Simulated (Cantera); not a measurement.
A Cantera script and what it prints.

```python
import numpy as np
import cantera as ct

gas_names = """
    H H2 N NH NH2 NH3 N2 N2H2 N2H4 Si SiH SiH2 SiH3 SiH4 SiN Si2 Si2N Si3
""".split()
cond_names = """
    Si(cr) Si(L) Si3N4(a)
""".split()


def load(file, names, dense=False):
    # The tables refer to 1 bar. Condensed volumes are neglected.
    table = {s.name: s for s in ct.Species.list_from_file(file)}
    out = []
    for n in names:
        d = dict(table[n].input_data)
        d["thermo"] = dict(d["thermo"], **{"reference-pressure": 1e5})
        if dense:
            d["equation-of-state"] = {"model": "constant-volume", "density": "1e6 g/cm^3"}
        out.append(ct.Species.from_dict(d))
    return out


gas = ct.Solution(thermo="ideal-gas", species=load("nasa_gas.yaml", gas_names))
cond = {s.name: ct.Solution(thermo="fixed-stoichiometry", species=[s], name=s.name)
        for s in load("nasa_condensed.yaml", cond_names, dense=True)}
atoms = {
    'trisilylamine': {'Si': 3, 'N': 1, 'H': 9},
    'N2': {'N': 2},
    'H2': {'H': 2},
}
top_T = {'Si3N4(a)': 2400}  # K; cautious upper limits of use, not melting points


def equilibrate(T, P, feed):
    n = {}
    for name, mol in feed.items():
        for a, k in atoms[name].items():
            n[a] = n.get(a, 0.0) + k * mol
    gas.TPX = T, P, n
    mass = sum(n.values()) * gas.mean_molecular_weight
    gas.equilibrate("TP")
    valid = [c for c in cond.values() if c.min_temp <= T <= top_T.get(c.name, c.max_temp)]
    mix = ct.Mixture([(gas, mass / gas.mean_molecular_weight)] + [(c, 0.0) for c in valid])
    mix.T, mix.P = T, P
    mix.equilibrate("TP", solver="vcs", rtol=1e-11, max_steps=5000)
    return mix


results = []
feed = {'trisilylamine': 1, 'N2': 2.1, 'H2': 62}  # mol
T = 1298.15  # K
P = 44  # Pa
mix = equilibrate(T, P, feed)
results.append((T, P, feed, dict(zip(mix.species_names, mix.species_moles))))
x = sorted(zip(gas.X, gas.species_names), reverse=True)
print(f"T = {T:g} K  P = {P:g} Pa  gas = {mix.phase_moles(0):.4g} mol")
print("   x: " + "  ".join(f"{s} {v:.3e}" for v, s in x if v > 0.001))
print("   condensed (mol): " + ("  ".join(f"{mix.phase(i).name} {mix.phase_moles(i):.4g}"
      for i in range(1, mix.n_phases) if mix.phase_moles(i) > 1e-12) or "none"))
```

Output:

```
T = 1298.15 K  P = 44 Pa  gas = 67.1 mol
   x: H2 9.910e-01  N2 8.942e-03
   condensed (mol): Si3N4(a) 1
```

Equilibrium computed with Cantera from the NASA thermochemical tables; the gas is ideal and each condensed phase is pure. The feed counts by its element totals alone.
